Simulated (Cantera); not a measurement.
**Thermodynamics of chemical vapour transport, feed Si + HCl + O₂**

Feed: 1 mol Si, 0.011 mol HCl, a varied amount of O₂, at 1700 K and 1330 Pa.

Equilibrium computed with Cantera from the NASA thermochemical tables; the gas is ideal and each condensed phase is pure. Candidate condensed phases: H₂O, Si, SiO₂; 30 gas species. Each liquid is taken as pure. Mutual solubility and eutectic melting of coexisting phases are not modelled. The tables' values for SiCl₃, SiCl are old estimates; treat these amounts as uncertain. The tables hold silica as quartz up to 1696 K and as liquid above; real silica turns to tridymite and cristobalite and melts near 1996 K. Rates play no part.

| n(O₂) (mol) | x O₂ | x SiO | x H₂ | x SiCl₂ | x HCl | x Cl | x H₂O | x OH | n Si(l) | n SiO₂(condensed) |
|---|---|---|---|---|---|---|---|---|---|---|
| 0.34 | <1e-12 | 0.943 | 0.0225 | 0.0223 | 0.0119 | 7.83e-5 | 4.95e-7 | 2.18e-10 | 0.565 | 0.249 |
| 0.44 | <1e-12 | 0.943 | 0.0225 | 0.0223 | 0.0119 | 7.83e-5 | 4.95e-7 | 2.18e-10 | 0.465 | 0.349 |
| 0.57 | <1e-12 | 0.943 | 0.0225 | 0.0223 | 0.0119 | 7.83e-5 | 4.95e-7 | 2.18e-10 | 0.335 | 0.479 |
| 0.74 | <1e-12 | 0.943 | 0.0225 | 0.0223 | 0.0119 | 7.83e-5 | 4.95e-7 | 2.18e-10 | 0.165 | 0.649 |
| 0.95 | <1e-12 | 0.893 | 0.0419 | 0.0413 | 0.0232 | 0.000113 | 9.74e-7 | 3.13e-10 | 0 | 0.904 |
| 1.2 | 0.937 | 3.72e-9 | 1.92e-6 | <1e-12 | 0.0300 | 0.0215 | 0.0107 | 0.000508 | 0 | 1.00 |
| 1.6 | 0.977 | 3.65e-9 | 8.04e-7 | <1e-12 | 0.00848 | 0.00939 | 0.00457 | 0.000336 | 0 | 1.00 |
| 2 | 0.985 | 3.63e-9 | 5.27e-7 | <1e-12 | 0.00457 | 0.00625 | 0.00301 | 0.000273 | 0 | 1.00 |
| 2.6 | 0.991 | 3.62e-9 | 3.54e-7 | <1e-12 | 0.00255 | 0.00425 | 0.00202 | 0.000224 | 0 | 1.00 |
x: gas mole fraction; n: condensed amount in mol.

From 0.34 mol O₂ to 0.74 mol O₂ the condensed part is Si(l) + SiO₂(condensed). From 0.95 mol O₂ to 2.6 mol O₂ the condensed part is SiO₂(condensed).
